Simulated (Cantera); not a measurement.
A perfectly stirred reactor is fed with CH₄ : O₂ : N₂ = 1 : 1.82 : 6.84 (molar parts), equivalence ratio 1.1, at 1600000 Pa; it is adiabatic with a 350 K inlet, and is followed from long to short residence time, starting on the burning branch (τ in s: 0.027, 0.013, 0.0064, 0.0031, 0.0015, 0.00076, 0.00037, 0.00018, 8.9e-05, 4.4e-05, 2.1e-05, 1.1e-05, 5.2e-06).

Detailed kinetics in Cantera: GRI-Mech 3.0 (53 species, 325 reactions). The pressure lies above the range GRI-Mech 3.0 was tuned for (to about 10 atm).

What does this change do: inlet temperature 350 to 300 K?


```tsv
quantity	before	after
blow-out, bracketed by the residence times tried	burning at 89.0 µs, out at 44.0 µs	burning at 89.0 µs, out at 44.0 µs
x(CH₄) at τ = 27.0 ms	1.58e-5	2.11e-5
x(O₂) at τ = 27.0 ms	0.000151	0.000143
x(N₂O) at τ = 27.0 ms	5.80e-8	4.80e-8
x(C₂H₂) at τ = 27.0 ms	7.35e-8	1.35e-7
x(O) at τ = 27.0 ms	1.09e-5	8.15e-6
x(CH₄) at τ = 0.370 ms	0.000195	0.000237
x(O₂) at τ = 0.370 ms	0.00247	0.00258
x(N₂O) at τ = 0.370 ms	2.30e-7	2.15e-7
x(C₂H₂) at τ = 0.370 ms	5.19e-6	7.88e-6
x(O) at τ = 0.370 ms	9.39e-5	7.84e-5
```

What does this change do: pressure from 1600000 Pa to 610000 Pa?


```csv
quantity,before,after
"blow-out, bracketed by the residence times tried","burning at 89.0 µs, out at 44.0 µs","burning at 44.0 µs, out at 21.0 µs"
x(CH₄) at τ = 27.0 ms,1.58e-5,1.35e-5
x(O₂) at τ = 27.0 ms,0.000151,0.000366
x(N₂O) at τ = 27.0 ms,5.80e-8,6.67e-8
x(C₂H₂) at τ = 27.0 ms,7.35e-8,5.08e-8
x(O) at τ = 27.0 ms,1.09e-5,3.71e-5
x(CH₄) at τ = 0.370 ms,0.000195,0.000164
x(O₂) at τ = 0.370 ms,0.00247,0.00431
x(N₂O) at τ = 0.370 ms,2.30e-7,2.20e-7
x(C₂H₂) at τ = 0.370 ms,5.19e-6,1.73e-6
x(O) at τ = 0.370 ms,9.39e-5,0.000388
```
